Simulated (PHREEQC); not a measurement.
Consider water at 73 °C with 21 mmol/kgw HF, 17 mmol/kgw NH4HF2 and 0.92 mmol/kgw H2SO4. Closed to the air; pH follows from the charge balance.

The numbers come from PHREEQC with the ion-association model, wateq4f.dat.

No solid was allowed to form.

Task: Estimate the pH, ionic strength.

Result: pH 3.11; ionic strength 0.0185 mol/kgw.

Task: In which forms is F present?

Result: HF 65 %, F- 25 %, HF2- 7.9 %, H2F2 1.9 % of the F.

Species that the database lacks are ignored. Constants without temperature data keep their 25 °C values here.
